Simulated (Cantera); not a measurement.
A Cantera script and its output.

```python
import numpy as np
import cantera as ct

gas = ct.Solution("gri30.yaml")
gas.TPX = 2150, 2200, {'CH4': 0.01, 'H2': 1, 'CO2': 0.0067}
reactor = ct.IdealGasConstPressureReactor(gas, energy="off", clone=False)
net = ct.ReactorNet([reactor])
net.rtol, net.atol = 1e-08, 1e-18
show = ['CH4', 'H2', 'CO2', 'H', 'O2', 'CO']
times = np.geomspace(5e-05, 40, 15)

steps = ct.SolutionArray(gas, extra=["t"])
rows = []
print(f"{'t/s':>10s}{'T/K':>9s}{'P/Pa':>11s}" + "".join(f"{s:>11s}" for s in show))
for t in times:
    while net.time < t:
        t_next = net.step()
        steps.append(gas.state, t=t_next)
    rows.append([np.interp(t, steps.t, y) for y in (steps.T, steps.P, *steps(*show).X.T)])
    print(f"{t:10.3e}{rows[-1][0]:9.1f}{rows[-1][1]:11.4g}" + "".join(f"{x:11.3e}" for x in rows[-1][2:]))
rate = np.gradient(steps.T, steps.t)
print("integrator steps:", len(steps.t))
if steps.T.max() > steps.T[0] + 200:
    print(f"time of steepest temperature rise: {steps.t[rate.argmax()]:.4e} s")
gas.TPX = 2150, 2200, {'CH4': 0.01, 'H2': 1, 'CO2': 0.0067}
gas.equilibrate("TP")
print(f"equilibrium (TP): T = {gas.T:.1f} K  " + "  ".join(f"{s} {gas[s].X[0]:.3e}" for s in show))
```

Result:

```
       t/s      T/K       P/Pa        CH4         H2        CO2          H         O2         CO
 5.000e-05   2150.0       2200  9.816e-03  9.835e-01  6.589e-03  6.396e-05  2.278e-16  4.698e-07
 1.320e-04   2150.0       2200  9.794e-03  9.834e-01  6.586e-03  1.778e-04  2.593e-15  3.537e-06
 3.486e-04   2150.0       2200  9.735e-03  9.831e-01  6.563e-03  4.776e-04  2.617e-14  2.545e-05
 9.203e-04   2150.0       2200  9.580e-03  9.821e-01  6.408e-03  1.262e-03  2.218e-13  1.771e-04
 2.430e-03   2150.0       2200  9.149e-03  9.792e-01  5.446e-03  3.272e-03  2.239e-12  1.133e-03
 6.415e-03   2150.0       2200  7.646e-03  9.717e-01  1.888e-03  7.735e-03  5.679e-11  4.687e-03
 1.694e-02   2150.0       2200  3.662e-03  9.669e-01  1.677e-05  1.297e-02  2.759e-10  6.633e-03
 4.472e-02   2150.0       2200  9.483e-04  9.652e-01  8.404e-06  1.668e-02  4.091e-10  6.957e-03
 1.181e-01   2150.0       2200  3.214e-04  9.628e-01  8.083e-06  1.992e-02  4.371e-10  7.747e-03
 3.118e-01   2150.0       2200  1.935e-04  9.605e-01  6.549e-06  2.321e-02  2.646e-10  9.436e-03
 8.231e-01   2150.0       2200  9.427e-05  9.589e-01  3.064e-06  2.599e-02  4.933e-11  1.150e-02
 2.173e+00   2150.0       2200  3.246e-05  9.578e-01  4.764e-07  2.767e-02  1.132e-12  1.260e-02
 5.738e+00   2150.0       2200  7.091e-06  9.576e-01  6.082e-09  2.802e-02  1.843e-16  1.278e-02
 1.515e+01   2150.0       2200  5.402e-06  9.576e-01  5.076e-11  2.803e-02  1.300e-20  1.279e-02
 4.000e+01   2150.0       2200  5.402e-06  9.576e-01  5.068e-11  2.803e-02  1.296e-20  1.279e-02
integrator steps: 1556
equilibrium (TP): T = 2150.0 K  CH4 5.425e-06  H2 9.576e-01  CO2 5.098e-11  H 2.803e-02  O2 1.311e-20  CO 1.279e-02
```

Cantera simulation using GRI-Mech 3.0 (53 species, 325 reactions); the numbers are that mechanism's predictions, not measurements. Radical loss at walls, strong at low pressure, is not modelled.
